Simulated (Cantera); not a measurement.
# Equilibrium for aluminium and copper etching: Al + HCl

A closed system holds: 1 mol Al, a varied amount of HCl, at 625 K and 4.80e-5 bar.

These are equilibrium values from Cantera (NASA tables, ideal gas, pure condensed phases), not measurements of a reactor. Candidate condensed phases: Al, AlCl3; 12 gas species. The tables' values for AlCl2 are old estimates; treat these amounts as uncertain. Kinetics and transport are ignored.

From 1.2 mol HCl to 2.1 mol HCl the condensed part is Al(s). From 3 mol HCl to 10 mol HCl nothing is condensed. The main Al-bearing gas is AlCl3 throughout.

| n(HCl) (mol) | x HCl | x H2 | x AlCl3 | x Al2Cl6 | x AlCl | x AlCl2 | n Al(s) |
|---|---|---|---|---|---|---|---|
| 1.2 | 1.77e-7 | 0.602 | 0.394 | 0.00388 | 0.000135 | 4.39e-5 | 0.600 |
| 2.1 | 1.77e-7 | 0.602 | 0.394 | 0.00388 | 0.000135 | 4.39e-5 | 0.300 |
| 3 | 3.23e-6 | 0.602 | 0.394 | 0.00388 | 4.07e-7 | 2.41e-6 | 0 |
| 3.9 | 0.265 | 0.442 | 0.291 | 0.00211 | <1e-12 | 1.85e-11 | 0 |
| 4.7 | 0.405 | 0.358 | 0.236 | 0.00139 | <1e-12 | 8.85e-12 | 0 |
| 5.6 | 0.510 | 0.294 | 0.194 | 0.000945 | <1e-12 | 5.26e-12 | 0 |
| 6.5 | 0.584 | 0.250 | 0.165 | 0.000684 | <1e-12 | 3.61e-12 | 0 |
| 7.4 | 0.638 | 0.218 | 0.144 | 0.000518 | <1e-12 | 2.68e-12 | 0 |
| 8.3 | 0.680 | 0.192 | 0.127 | 0.000406 | <1e-12 | 2.09e-12 | 0 |
| 9.1 | 0.710 | 0.174 | 0.116 | 0.000335 | <1e-12 | 1.73e-12 | 0 |
| 10 | 0.737 | 0.158 | 0.105 | 0.000274 | <1e-12 | 1.44e-12 | 0 |
x: gas mole fraction; n: condensed amount in mol.
